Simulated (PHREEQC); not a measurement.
Make-up at 68 °C: 0.00053 mol/kgw CuCl2, 9.1e-05 mol/kgw HNO3 and 5.3e-05 mol/kgw H3BO3. Closed to the air; pH follows from the charge balance.

All values are PHREEQC results (ion-association model, wateq4f.dat), not measurements.

Problem. The ionic strength comes out as 0.00167 mol/kgw. What activity coefficients do NO3-, H+, Cu+2, CuCl+, Cl- get?

Solution. NO3- 0.95, H+ 0.95, Cu+2 0.82, CuCl+ 0.95, Cl- 0.95.

Precipitation was switched off in this run. Constants without temperature data keep their 25 °C values here.
